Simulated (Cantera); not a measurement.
A Cantera script and what it prints.

```python
import numpy as np
import cantera as ct

gas_names = """
    F FO FO2 F2 F2O N NF NF2 NF3 NO NO2 NO3 N2 N2O O O2 O3 Si SiF SiF2 SiF3 SiF4 SiN SiO SiO2 Si2 Si2N
    Si3
""".split()
cond_names = """
    Si(cr) Si(L) SiO2(Lqz) SiO2(hqz) SiO2(L) Si2N2O(s) Si3N4(a)
""".split()


def load(file, names, dense=False):
    # The tables refer to 1 bar. Condensed volumes are neglected.
    table = {s.name: s for s in ct.Species.list_from_file(file)}
    out = []
    for n in names:
        d = dict(table[n].input_data)
        d["thermo"] = dict(d["thermo"], **{"reference-pressure": 1e5})
        if dense:
            d["equation-of-state"] = {"model": "constant-volume", "density": "1e6 g/cm^3"}
        out.append(ct.Species.from_dict(d))
    return out


gas = ct.Solution(thermo="ideal-gas", species=load("nasa_gas.yaml", gas_names))
cond = {s.name: ct.Solution(thermo="fixed-stoichiometry", species=[s], name=s.name)
        for s in load("nasa_condensed.yaml", cond_names, dense=True)}
atoms = {
    'SiF4': {'Si': 1, 'F': 4},
    'N2O': {'N': 2, 'O': 1},
    'N2': {'N': 2},
}
top_T = {'Si2N2O(s)': 2100, 'Si3N4(a)': 2400}  # K; cautious upper limits of use, not melting points


def equilibrate(T, P, feed):
    n = {}
    for name, mol in feed.items():
        for a, k in atoms[name].items():
            n[a] = n.get(a, 0.0) + k * mol
    gas.TPX = T, P, n
    mass = sum(n.values()) * gas.mean_molecular_weight
    gas.equilibrate("TP")
    valid = [c for c in cond.values() if c.min_temp <= T <= top_T.get(c.name, c.max_temp)]
    mix = ct.Mixture([(gas, mass / gas.mean_molecular_weight)] + [(c, 0.0) for c in valid])
    mix.T, mix.P = T, P
    mix.equilibrate("TP", solver="vcs", rtol=1e-11, max_steps=5000)
    return mix


results = []
feed = {'SiF4': 1, 'N2O': 6.2, 'N2': 1.5}  # mol
T = 1525  # K
P = 28  # Pa
mix = equilibrate(T, P, feed)
results.append((T, P, feed, dict(zip(mix.species_names, mix.species_moles))))
print(gas.report(threshold=0.0001))
for i in range(1, mix.n_phases):
    print(f"{mix.phase(i).name:16s} {mix.phase_moles(i):12.5e} mol")
```

Result:

```
       temperature   1525 K
          pressure   28 Pa
           density   7.84e-05 kg/m^3
  mean mol. weight   35.503 kg/kmol
   phase of matter   gas

                          1 kg             1 kmol
                     ---------------   ---------------
          enthalpy       -2.5347e+06       -8.9988e+07  J
   internal energy       -2.8918e+06       -1.0267e+08  J
           entropy            9525.9         3.382e+05  J/K
    Gibbs function       -1.7062e+07       -6.0574e+08  J
 heat capacity c_p            1162.7             41278  J/K
 heat capacity c_v            928.47             32964  J/K

                      mass frac. Y      mole frac. X     chem. pot. / RT
                     ---------------   ---------------   ---------------
                NO         0.0011846         0.0014016           -36.015
                N2           0.51429           0.65178           -34.672
                 O        7.8057e-05        0.00017321           -18.679
                O2           0.23604           0.26189           -37.358
              SiF4           0.24838          0.084728              -181
     [  +23 minor]        2.3505e-05        2.7976e-05

Si(cr)            0.00000e+00 mol
SiO2(hqz)         5.51754e-05 mol
Si2N2O(s)         0.00000e+00 mol
Si3N4(a)          0.00000e+00 mol
```

Method: chemical equilibrium by Gibbs-energy minimisation in Cantera with the NASA 1993 tables (ideal gas, pure condensed phases).
